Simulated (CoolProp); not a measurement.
Vapour-liquid equilibrium of CF4 (R14) (1) + R13 (2) at 23.7 kPa; x and y are mole fractions of (1).

Computed with CoolProp (multi-fluid Helmholtz-energy mixture model, Platzer 1990 and Platzer 1990; pair parameters Bell 2016). This equation is an older, rougher fit; its heat capacities, sound speeds and derivatives of the liquid may be far off and weren't checked against measurements.

```json
[
 {"x": "0.05", "bubble temperature, mixture model (°C)": "?", "bubble temperature, Raoult's law (°C)": "-113.9", "y, mixture model": "0.645", "y, Raoult's law": "0.525"},
 {"x": "0.15", "bubble temperature, mixture model (°C)": "-129.0", "bubble temperature, Raoult's law (°C)": "-124.3", "y, mixture model": "?", "y, Raoult's law": "0.830"},
 {"x": "0.25", "bubble temperature, mixture model (°C)": "?", "bubble temperature, Raoult's law (°C)": "-130.2", "y, mixture model": "0.943", "y, Raoult's law": "0.917"},
 {"x": "0.35", "bubble temperature, mixture model (°C)": "-137.2", "bubble temperature, Raoult's law (°C)": "-134.1", "y, mixture model": "?", "y, Raoult's law": "0.954"},
 {"x": "0.45", "bubble temperature, mixture model (°C)": "-139.3", "bubble temperature, Raoult's law (°C)": "-137.1", "y, mixture model": "0.975", "y, Raoult's law": "0.972"},
 {"x": "0.55", "bubble temperature, mixture model (°C)": "-140.8", "bubble temperature, Raoult's law (°C)": "-139.4", "y, mixture model": "0.982", "y, Raoult's law": "0.983"},
 {"x": "0.65", "bubble temperature, mixture model (°C)": "-142.1", "bubble temperature, Raoult's law (°C)": "-141.2", "y, mixture model": "0.987", "y, Raoult's law": "0.989"},
 {"x": "0.75", "bubble temperature, mixture model (°C)": "-143.3", "bubble temperature, Raoult's law (°C)": "-142.8", "y, mixture model": "0.991", "y, Raoult's law": "0.994"},
 {"x": "0.85", "bubble temperature, mixture model (°C)": "?", "bubble temperature, Raoult's law (°C)": "-144.1", "y, mixture model": "0.995", "y, Raoult's law": "0.997"},
 {"x": "0.95", "bubble temperature, mixture model (°C)": "-145.3", "bubble temperature, Raoult's law (°C)": "-145.3", "y, mixture model": "0.998", "y, Raoult's law": "0.999"}
]
```

Question: What belongs in the gaps?

Answer: 
- 0.05, bubble temperature, mixture model (°C): -117.5
- 0.15, y, mixture model: 0.891
- 0.25, bubble temperature, mixture model (°C): -134.2
- 0.35, y, mixture model: 0.964
- 0.85, bubble temperature, mixture model (°C): -144.3

The largest gap from Raoult's law is -4.7 K in bubble temperature, at x = 0.15. No azeotrope shows between x = 0.05 and 0.95.

The pair parameters rest on a limited set of measurements; away from them the model extrapolates.
